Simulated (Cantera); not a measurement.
Feed: 1 mol (CH₃)₂SiCl₂, 1100 mol H₂, held at 2375 K and 0.530 bar.

Cantera equilibrium calculation (NASA polynomials, part measured and part estimated; ideal gas, pure solids and liquids). Candidate condensed phases: C, C₆H₆, C₇H₈, C₈H₁₈, Si, SiC; 109 gas species. The feed counts by its element totals alone. Gases not in the tables: Si₂H₆ and higher silanes. Rates play no part.

Base state: H₂ 0.977, H 0.0192, HCl 0.00176, C₂H₂ (acetylene) 0.000844, Si 0.000583, SiH 0.000135, SiH₂ 0.000108, CH₄ 3.51e-5 (mole fractions); condensed: gas only.

Q: What changes in the equilibrium state with this change: pressure from 0.530 bar to 1.00 bar?

A: 
```json
[
 {"species": "H₂", "before": "0.977", "after": "0.982"},
 {"species": "H", "before": "0.0192", "after": "0.0140"},
 {"species": "HCl", "before": "0.00176", "after": "0.00177"},
 {"species": "Si", "before": "0.000583", "after": "0.000488"},
 {"species": "CH₄", "before": "3.51e-5", "after": "6.61e-5"},
 {"species": "SiH₂", "before": "0.000108", "after": "0.000172"},
 {"species": "Cl", "before": "2.47e-5", "after": "1.80e-5"}
]
```

Q: What changes in the equilibrium state with this change: pressure from 0.530 bar to 87.0 mbar?

A: 
```tsv
species	before	after
H₂	0.977	0.950
H	0.0192	0.0466
HCl	0.00176	0.00171
Si	0.000583	0.000756
CH₄	3.51e-5	5.55e-6
SiH₂	0.000108	2.24e-5
```
